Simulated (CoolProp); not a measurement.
A single-stage vapour-compression cycle with the fluid: evaporating at 248.15 K (dew point), condensing at 304.15 K (bubble point), superheat 5 K, subcooling 8 K, compressor efficiency 0.75, no pressure losses. The same conditions are run with several fluids, on thermodynamics alone (safety and materials aside).

The numbers come from the reference Helmholtz-energy equation of state of each fluid (carbonyl sulfide: Lemmon 2006; R1132(E): Akasaka 2024; CH3F (R41): Lemmon 2006; R142b: Lemmon 2006; R407C: Lemmon 2003; sulfur hexafluoride: Guder 2009) in CoolProp. Blends and air are pseudo-pure fits.

Task: Rank carbonyl sulfide, R1132(E), CH3F (R41), R142b, R407C, sulfur hexafluoride by cooling COP, highest first.

Result: R142b (2.83), carbonyl sulfide (2.73), R1132(E) (2.62), R407C (2.36), CH3F (R41) (2.30), sulfur hexafluoride (2.12)

| fluid | pressure ratio | discharge temperature (K) | refrigerating effect (kJ/kg) | volumetric capacity (kJ/m³) |
|---|---|---|---|---|
| carbonyl sulfide | 5.20 | 384.0 | 233 | 2010 |
| R1132(E) | 5.61 | 349.6 | 201 | 2270 |
| CH3F (R41) | 4.53 | 378.3 | 281 | 5240 |
| R142b | 7.97 | 334.7 | 176 | 436 |
| R407C | 8.04 | 352.0 | 167 | 1250 |
| sulfur hexafluoride | 4.64 | 315.8 | 53.2 | 2460 |
